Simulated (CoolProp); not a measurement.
Computed with CoolProp (reference Helmholtz-energy equation of state, Akasaka 2024).

Question: For R1132(E), give the phase and the Z, cp (kJ/(kg K)), cv (kJ/(kg K)), isothermal compressibility (1/MPa) at 394.1 K and 14.4 bar; 394.1 K and 21.7 bar.

Answer: 
- 394.1 K and 14.4 bar: gas; Z 0.935, cp 1.17, cv 0.990, isothermal compressibility 0.745
- 394.1 K and 21.7 bar: gas; Z 0.900, cp 1.22, cv 1.00, isothermal compressibility 0.515
